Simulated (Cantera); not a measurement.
A closed system holds: 1 mol N2O, 0.06 mol SO2, 0.66 mol O2, equilibrated at 2277 °C and 2.25 Torr.

These are equilibrium values from Cantera (NASA tables, ideal gas, pure condensed phases), not measurements of a reactor. Candidate condensed phases: S; 17 gas species. Rates play no part.

Base state: N2 0.392, O2 0.359, O 0.202, NO 0.0231, SO2 0.0196, SO 0.00442, S 0.000245 (mole fractions); condensed: gas only.

### Question
What changes in the equilibrium state with this change: SO2 from 0.06 to 0.0049 mol?

### Answer
| species | before | after |
|---|---|---|
| N2 | 0.392 | 0.403 |
| O2 | 0.359 | 0.367 |
| O | 0.202 | 0.204 |
| SO2 | 0.0196 | 0.00164 |
| NO | 0.0231 | 0.0237 |
| S | 0.000245 | 2.01e-5 |
| SO | 0.00442 | 0.000367 |
